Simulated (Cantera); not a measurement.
A closed system holds: 1 mol Si3N4, 0.93 mol CO2, 1.6 mol H2, equilibrated at 1.00 Torr.

These are equilibrium values from Cantera (NASA tables, ideal gas, pure condensed phases), not measurements of a reactor. Candidate condensed phases: C, C6H6, C7H8, C8H18, H2O, Si, SiC, SiO2, Si2N2O, Si3N4; 151 gas species. Mutual solubility and eutectic melting of coexisting phases are not modelled. Rates play no part.

**Question.** Which condensed phases are stable at each of these points (T (°C)): 777, 877, 977, 1077, 1177, 1277, 1377, 1477?

**Answer.** 
```csv
T (°C),condensed phases,Si condensed (%)
777,C(graphite) + SiO2(β-quartz) + Si2N2O(s),100.0
877,C(graphite) + Si2N2O(s),100.0
977,C(graphite) + Si2N2O(s),100.0
1077,C(graphite) + Si2N2O(s),100.0
1177,SiC(s) + Si2N2O(s),99.9
1277,SiC(s) + Si2N2O(s),98.5
1377,SiC(s) + Si2N2O(s),84.2
1477,Si(l) + SiC(s),42.1
```

At 777 °C the condensed part is C(graphite) + SiO2(β-quartz) + Si2N2O(s). From 877 °C to 1077 °C the condensed part is C(graphite) + Si2N2O(s). From 1177 °C to 1377 °C the condensed part is SiC(s) + Si2N2O(s). At 1477 °C the condensed part is Si(l) + SiC(s).
